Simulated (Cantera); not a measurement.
Feed: 1 mol FeS2, 1.1 mol H2S, 10 mol O2, held at 100000 Pa.

Equilibrium computed with Cantera from the NASA thermochemical tables; the gas is ideal and each condensed phase is pure. Candidate condensed phases: Fe, FeO, Fe(OH)2, Fe(OH)3, FeS, FeSO4, FeS2, Fe2O3, Fe2(SO4)3, Fe3O4, H2O, H2SO4, S; 22 gas species. Equilibrium is a limit: real reactors are often held back by kinetics, nucleation or transport.

x: gas mole fraction; n: condensed amount in mol.

| T (K) | x O2 | x SO2 | x SO3 | x H2O | x H2SO4 | x OH | x O | n Fe2(SO4)3(s) | n Fe2O3(s) |
|---|---|---|---|---|---|---|---|---|---|
| 775 | 0.603 | 0.00529 | 0.228 | 0.159 | ? | 6.53e-10 | <1e-12 | 0.500 | 0 |
| 850 | 0.604 | 0.0191 | 0.215 | 0.161 | ? | 6.04e-9 | <1e-12 | 0.500 | 0 |
| 925 | 0.610 | 0.0495 | 0.181 | 0.159 | ? | 3.88e-8 | 1.05e-11 | 0.500 | 0 |
| 1000 | 0.529 | 0.150 | 0.197 | 0.123 | ? | 1.61e-7 | 1.14e-10 | 0 | 0.500 |
| 1075 | 0.545 | 0.212 | 0.124 | 0.119 | ? | 6.23e-7 | 9.68e-10 | 0 | 0.500 |
| 1150 | 0.556 | 0.254 | 0.0742 | 0.116 | ? | 2.03e-6 | 6.19e-9 | 0 | 0.500 |
| 1225 | 0.562 | 0.279 | 0.0441 | 0.115 | ? | 5.72e-6 | 3.15e-8 | 0 | 0.500 |
| 1300 | 0.566 | 0.294 | 0.0270 | 0.114 | ? | 1.43e-5 | 1.33e-7 | 0 | 0.500 |
| 1375 | 0.568 | 0.302 | 0.0171 | 0.113 | ? | 3.26e-5 | 4.80e-7 | 0 | 0.500 |
| 1450 | 0.569 | 0.307 | 0.0113 | 0.113 | ? | 6.80e-5 | 1.51e-6 | 0 | 0.500 |
| 1525 | 0.570 | 0.310 | 0.00771 | 0.113 | ? | 0.000132 | 4.27e-6 | 0 | 0.500 |
| 1600 | 0.570 | 0.312 | 0.00546 | 0.112 | ? | 0.000241 | 1.10e-5 | 0 | 0.500 |
| 1675 | 0.570 | 0.313 | 0.00398 | 0.112 | ? | 0.000416 | 2.58e-5 | 0 | 0.500 |

### Question
Complete the blanks.

### Answer

- 775, x H2SO4: 0.00381
- 850, x H2SO4: 0.00102
- 925, x H2SO4: 0.000297
- 1000, x H2SO4: 0.000104
- 1075, x H2SO4: 3.01e-5
- 1150, x H2SO4: 9.22e-6
- 1225, x H2SO4: 3.10e-6
- 1300, x H2SO4: 1.16e-6
- 1375, x H2SO4: 4.77e-7
- 1450, x H2SO4: 2.15e-7
- 1525, x H2SO4: 1.05e-7
- 1600, x H2SO4: 5.50e-8
- 1675, x H2SO4: 3.07e-8
